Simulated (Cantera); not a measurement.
Feed: 1 mol FeS, 0.29 mol SO₃, 10 mol N₂, 0.39 mol SO₂, equilibrated at 1 atm.

Method: chemical equilibrium by Gibbs-energy minimisation in Cantera with the NASA 1993 tables (ideal gas, pure condensed phases). Candidate condensed phases: Fe, FeO, FeS, FeSO₄, FeS₂, Fe₂O₃, Fe₂(SO₄)₃, Fe₃O₄, S; 19 gas species. Mutual solubility and eutectic melting of coexisting phases are not modelled. FeS: taken at fixed stoichiometry. Gases not in the tables: S₃ to S₇. Rates play no part. All values below are at 1073 K.

Base state: N₂ 0.928, SO₂ 0.0678, S₂ 0.00393, S₂O 0.000231, SO 1.16e-5 (mole fractions); condensed: FeS(s) + Fe₃O₄(s).

### Question
What changes in the equilibrium state with this change: FeS replaced by FeS₂?

### Answer
```
species          before    after
-------------  --------  -------
N₂                0.928    0.889
SO₂              0.0678   0.0727
S₂              0.00393   0.0370
S₂O            0.000231  0.00129
SO              1.16e-5  2.10e-5
FeS(s), mol       0.860     1.00
Fe₃O₄(s), mol    0.0467        0
```
